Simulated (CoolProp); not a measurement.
Values from CoolProp's reference Helmholtz-energy equation of state, Leachman 2009.

Give the vapour pressure (MPa), liquid density (kg/m³), vapour density (kg/m³) of saturated normal hydrogen at -248.75 °C.


```json
[
 {"T (°C)": "-248.75", "p (MPa)": "0.282", "liquid density (kg/m³)": "65.6", "vapour density (kg/m³)": "3.44"}
]
```
